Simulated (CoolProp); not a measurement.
The numbers come from the reference Helmholtz-energy equation of state, Span 2000 in CoolProp.

### Question
For nitrogen, give the phase and the speed of sound (m/s), Prandtl number at 0.05 °C and 1.64 MPa.

### Answer
- 0.05 °C and 1.64 MPa: gas; speed of sound 339, Prandtl number 0.735

Viscosity comes from a separate model (Lemmon 2004). Thermal conductivity comes from a separate model (Lemmon 2004).
